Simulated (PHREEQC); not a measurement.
0.2 mol of Anglesite (PbSO4) is brought to equilibrium with 1 kg of water, with rising amounts of KHSO4, at 25 °C. Oxygen is held at 0.21 atm. CO2 from the air is kept out. The run lets Anglesite, Pb(OH)2 precipitate or redissolve, and no other solid.

Model: ion-association model, phreeqc.dat, run in PHREEQC.

```
KHSO4 added (mol)    pH  dissolved Pb (mol/kgw)  Pb+2 (mol/kgw)  HSO4- (mol/kgw)  SO4-2 (mol/kgw)  KSO4- (mol/kgw)
-----------------  ----  ----------------------  --------------  ---------------  ---------------  ---------------
0                  5.80                0.000152        0.000141          2.01e-8         0.000143                0
0.0208             1.95                 1.56e-5         5.95e-6          0.00770           0.0123         0.000805
0.0417                ?                 1.50e-5         5.06e-6                ?           0.0206          0.00220
0.0625             1.59                 1.49e-5         4.71e-6           0.0312           0.0274          0.00386
0.0833                ?                 1.49e-5         4.49e-6           0.0441           0.0335          0.00569
0.104              1.43                 1.49e-5         4.33e-6           0.0573           0.0391          0.00765
0.125              1.37                 1.49e-5         4.19e-6           0.0710           0.0443          0.00975
0.146              1.32                 1.48e-5         4.07e-6           0.0849           0.0492           0.0119
0.167              1.27                 1.48e-5         3.96e-6                ?           0.0539           0.0142
0.188              1.23                 1.48e-5         3.85e-6            0.113           0.0584           0.0165
0.208              1.20                 1.47e-5         3.76e-6                ?           0.0625           0.0188
0.229              1.17                 1.47e-5               ?            0.141           0.0666           0.0213
0.25               1.14                 1.46e-5         3.56e-6            0.156           0.0707           0.0238
```

### Question
What belongs in the gaps?

### Answer

- 0.0417, pH: 1.72
- 0.0417, HSO4- (mol/kgw): 0.0190
- 0.0833, pH: 1.50
- 0.167, HSO4- (mol/kgw): 0.0989
- 0.208, HSO4- (mol/kgw): 0.127
- 0.229, Pb+2 (mol/kgw): 3.66e-6
